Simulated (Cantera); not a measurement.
What does this Cantera script print?

```python
import numpy as np
import cantera as ct

gas_names = """
    Cu CuO Cu2 H HNO HNO2 HNO3 HO2 H2 H2O H2O2 N NH NH2 NH3 NH2OH NO NO2 NO3 N2 N2H2 N2H4 N2O O OH O2 O3
""".split()
cond_names = """
    Cu(cr) Cu(L) CuO(s) CuO2H2(s) Cu2O(s) Cu2O(L) H2O(s) H2O(L)
""".split()


# ... load() reads the species with a 1 bar reference pressure and builds the phases ...
atoms = {
    'Cu': {'Cu': 1},
    'H2O': {'H': 2, 'O': 1},
    'N2': {'N': 2},
}
top_T = {'CuO(s)': 1390}  # K; cautious upper limits of use, not melting points


# ... equilibrate(T, P, feed) seeds the gas with the atoms and calls Mixture.equilibrate('TP', solver="vcs", rtol=1e-11, max_steps=5000) ...
results = []
feed = {'Cu': 1, 'H2O': 18, 'N2': 140}  # mol
P = 1000  # Pa
for T in [748, 798, 848, 898, 948, 998, 1048, 1098, 1148, 1198, 1248, 1298, 1348, 1398]:
    mix = equilibrate(T, P, feed)
    results.append((T, P, feed, dict(zip(mix.species_names, mix.species_moles))))

top = {s: max(r[3][s] / sum(r[3][g] for g in gas_names) for r in results) for s in gas_names}
cols = sorted((s for s in top if top[s] > 0.001), key=lambda s: -top[s])[:7]
seen = [c for c in cond_names if any(r[3].get(c, 0) > 1e-12 for r in results)]
print("log10 of partial pressures in bar; condensed amounts in mol")
print(f"{'T/K':>10s}" + "".join(f"{s[:9]:>10s}" for s in cols + seen))
for T, P, feed, n in results:
    ng = sum(n[g] for g in gas_names)
    print(f"{T:10.4g}" + "".join(f"{np.log10(max(n[s] / ng * P / 1e5, 1e-99)):10.3f}" for s in cols)
          + "".join(f"{n.get(c, 0):10.4g}" for c in seen))
```

Result:

```
log10 of partial pressures in bar; condensed amounts in mol
       T/K        N2       H2O    Cu(cr)     Cu(L)   Cu2O(s)
       748    -2.053    -2.943         1         0 6.425e-06
       798    -2.053    -2.943         1         0 1.397e-05
       848    -2.053    -2.943    0.9999         0 2.789e-05
       898    -2.053    -2.943    0.9999         0 5.178e-05
       948    -2.053    -2.943    0.9998         0 9.005e-05
       998    -2.053    -2.943    0.9997         0 0.0001461
      1048    -2.053    -2.943    0.9996         0 0.0002116
      1098    -2.053    -2.943    0.9996         0 0.0002198
      1148    -2.053    -2.943         1         0         0
      1198    -2.053    -2.943    0.9998         0         0
      1248    -2.053    -2.943    0.9993         0         0
      1298    -2.053    -2.944    0.9976         0         0
      1348    -2.053    -2.944    0.9926         0         0
      1398    -2.053    -2.944         0    0.9795         0
```

Equilibrium computed with Cantera from the NASA thermochemical tables; the gas is ideal and each condensed phase is pure. Mutual solubility and eutectic melting of coexisting phases are not modelled.
